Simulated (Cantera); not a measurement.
Cantera run:

```python
import numpy as np
import cantera as ct

gas_names = """
    H HO2 H2 H2O H2O2 O OH O2 O3 Ta TaO TaO2
""".split()
cond_names = """
    H2O(s) H2O(L) Ta(cr) Ta(L) Ta2O5(s) Ta2O5(L)
""".split()


def load(file, names, dense=False):
    # The tables refer to 1 bar. Condensed volumes are neglected.
    table = {s.name: s for s in ct.Species.list_from_file(file)}
    out = []
    for n in names:
        d = dict(table[n].input_data)
        d["thermo"] = dict(d["thermo"], **{"reference-pressure": 1e5})
        if dense:
            d["equation-of-state"] = {"model": "constant-volume", "density": "1e6 g/cm^3"}
        out.append(ct.Species.from_dict(d))
    return out


gas = ct.Solution(thermo="ideal-gas", species=load("nasa_gas.yaml", gas_names))
cond = {s.name: ct.Solution(thermo="fixed-stoichiometry", species=[s], name=s.name)
        for s in load("nasa_condensed.yaml", cond_names, dense=True)}
atoms = {
    'Ta': {'Ta': 1},
    'H2O': {'H': 2, 'O': 1},
    'H2': {'H': 2},
}
top_T = {}  # K; cautious upper limits of use, not melting points


def equilibrate(T, P, feed):
    n = {}
    for name, mol in feed.items():
        for a, k in atoms[name].items():
            n[a] = n.get(a, 0.0) + k * mol
    gas.TPX = T, P, n
    mass = sum(n.values()) * gas.mean_molecular_weight
    gas.equilibrate("TP")
    valid = [c for c in cond.values() if c.min_temp <= T <= top_T.get(c.name, c.max_temp)]
    mix = ct.Mixture([(gas, mass / gas.mean_molecular_weight)] + [(c, 0.0) for c in valid])
    mix.T, mix.P = T, P
    mix.equilibrate("TP", solver="vcs", rtol=1e-11, max_steps=5000)
    return mix


results = []
feed = {'Ta': 1, 'H2O': 1.1, 'H2': 8}  # mol
P = 1400  # Pa
for T in [2098, 2123, 2148, 2173, 2198, 2223, 2248, 2273, 2298]:
    mix = equilibrate(T, P, feed)
    results.append((T, P, feed, dict(zip(mix.species_names, mix.species_moles))))

top = {s: max(r[3][s] / sum(r[3][g] for g in gas_names) for r in results) for s in gas_names}
cols = sorted((s for s in top if top[s] > 0.001), key=lambda s: -top[s])[:6]
seen = [c for c in cond_names if any(r[3].get(c, 0) > 1e-12 for r in results)]
print("log10 of partial pressures in bar; condensed amounts in mol")
print(f"{'T/K':>10s}" + "".join(f"{s[:9]:>10s}" for s in cols + seen))
for T, P, feed, n in results:
    ng = sum(n[g] for g in gas_names)
    print(f"{T:10.4g}" + "".join(f"{np.log10(max(n[s] / ng * P / 1e5, 1e-99)):10.3f}" for s in cols)
          + "".join(f"{n.get(c, 0):10.4g}" for c in seen))
```

Output:

```
log10 of partial pressures in bar; condensed amounts in mol
       T/K        H2         H      TaO2       H2O       TaO    Ta(cr)  Ta2O5(L)
      2098    -1.867    -3.445    -5.298    -4.439    -6.007    0.5686    0.2137
      2123    -1.869    -3.379    -5.143    -4.406    -5.846    0.5689    0.2127
      2148    -1.871    -3.316    -4.993    -4.374    -5.689    0.5691    0.2114
      2173    -1.874    -3.253    -4.846    -4.343    -5.535    0.5691    0.2098
      2198    -1.877    -3.193    -4.703    -4.314    -5.386    0.5687    0.2077
      2223    -1.880    -3.133    -4.564    -4.286    -5.240     0.568    0.2049
      2248    -1.884    -3.076    -4.428    -4.259    -5.097    0.5667    0.2014
      2273    -1.889    -3.020    -4.295    -4.234    -4.958    0.5646    0.1968
      2298    -1.894    -2.966    -4.165    -4.210    -4.821    0.5616    0.1908
```

Cantera equilibrium calculation (NASA polynomials, part measured and part estimated; ideal gas, pure solids and liquids). Mutual solubility and eutectic melting of coexisting phases are not modelled. Condensed phases not in the tables: N, O or C dissolved in the metal.
